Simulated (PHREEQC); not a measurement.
Consider water at 78 °C with 45 mmol/kgw Cu(NO3)2 and 1.6 mmol/kgw Na2SO4. Closed to the air; pH follows from the charge balance.

All values are PHREEQC results (ion-association model, phreeqc.dat), not measurements.

This is a speciation only: nothing precipitates in the calculation.

Task: What pH does the model give?

Result: pH 3.80.

Task: In which forms is Cu present?

Result: Cu+2 98 %, CuSO4 1.9 % of the Cu.

At this temperature some constants are extrapolated from 25 °C, and those without enthalpy data are left unchanged.
